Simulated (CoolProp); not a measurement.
Computed with CoolProp (reference Helmholtz-energy equation of state, Akasaka 2022).

### Question
For R1233zd(E), give the phase and the cp (kJ/(kg K)), speed of sound (m/s), Joule-Thomson coefficient (K/MPa), isothermal compressibility (1/MPa) at 337.8 K and 16500 kPa.

### Answer
- 337.8 K and 16500 kPa: liquid; cp 1.21, speed of sound 671, Joule-Thomson coefficient -0.275, isothermal compressibility 0.00252
